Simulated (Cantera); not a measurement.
What does this Cantera script print?

```python
import numpy as np
import cantera as ct

gas_names = """
    N NO NO2 NO3 N2 N2O O O2 O3 S SN SO SO2 SO3 S2 S2O S8
""".split()
cond_names = """
    S(cr1) S(cr2) S(L)
""".split()


# ... load() reads the species with a 1 bar reference pressure and builds the phases ...
atoms = {
    'S': {'S': 1},
    'SO2': {'S': 1, 'O': 2},
    'N2': {'N': 2},
}
top_T = {}  # K; cautious upper limits of use, not melting points


# ... equilibrate(T, P, feed) seeds the gas with the atoms and calls Mixture.equilibrate('TP', solver="vcs", rtol=1e-11, max_steps=5000) ...
results = []
feed = {'S': 1, 'SO2': 0.017, 'N2': 2.4}  # mol
T = 1023  # K
for P in [10, 200, 3900, 77000, 1500000, 30000000]:
    mix = equilibrate(T, P, feed)
    results.append((T, P, feed, dict(zip(mix.species_names, mix.species_moles))))

top = {s: max(r[3][s] / sum(r[3][g] for g in gas_names) for r in results) for s in gas_names}
cols = sorted((s for s in top if top[s] > 0.001), key=lambda s: -top[s])[:6]
seen = [c for c in cond_names if any(r[3].get(c, 0) > 1e-12 for r in results)]
print("log10 of partial pressures in bar; condensed amounts in mol")
print(f"{'P/Pa':>10s}" + "".join(f"{s[:9]:>10s}" for s in cols + seen))
for T, P, feed, n in results:
    ng = sum(n[g] for g in gas_names)
    print(f"{P:10.4g}" + "".join(f"{np.log10(max(n[s] / ng * P / 1e5, 1e-99)):10.3f}" for s in cols)
          + "".join(f"{n.get(c, 0):10.4g}" for c in seen))
```

Output:

```
log10 of partial pressures in bar; condensed amounts in mol
      P/Pa        N2        S2       SO2        S8       S2O      S(L)
        10    -4.085    -4.766    -6.241   -22.342    -7.934         0
       200    -2.784    -3.465    -4.943   -17.139    -6.310         0
      3900    -1.494    -2.176    -3.663   -11.980    -4.703         0
   7.7e+04    -0.198    -0.881    -2.389    -6.802    -3.095         0
   1.5e+06     1.093     0.394    -1.140    -1.699    -1.513         0
     3e+07     2.461     0.850     0.274     0.122    -0.465    0.7904
```

Method: chemical equilibrium by Gibbs-energy minimisation in Cantera with the NASA 1993 tables (ideal gas, pure condensed phases). The ideal-gas law is rough above about 30 bar. Gases not in the tables: S3 to S7.
